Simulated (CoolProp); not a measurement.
Vapour-liquid equilibrium of dimethyl ether (1) + n-butane (2) at 41.5 kPa; x and y are mole fractions of (1).

The numbers come from the multi-fluid Helmholtz-energy mixture model, Wu 2011 and Bücker 2006; pair parameters Bell 2016 in CoolProp.

```csv
x,bubble temperature (K),y at the bubble point,dew temperature at overall composition x (K),liquid density (mol/L)
0.05,247.5,…,250.4,10.97
0.125,243.3,0.392,249.0,11.32
0.2,240.2,0.515,247.5,11.67
0.275,238.0,0.599,245.9,12.03
0.35,236.2,0.661,244.2,12.39
0.425,234.9,0.709,242.5,12.77
0.5,233.8,0.749,240.6,13.17
0.575,232.9,…,238.6,13.59
0.65,…,0.816,236.5,14.03
0.725,231.5,0.849,234.5,14.50
0.8,230.9,0.883,232.5,15.00
0.875,230.4,0.920,231.0,15.53
0.95,229.9,0.965,230.0,16.10
```

### Question
Fill in the missing entries.

### Answer

- 0.05, y at the bubble point: 0.199
- 0.575, y at the bubble point: 0.784
- 0.65, bubble temperature (K): 232.1

No azeotrope shows between x = 0.05 and 0.95.

The pair parameters rest on a limited set of measurements; away from them the model extrapolates.
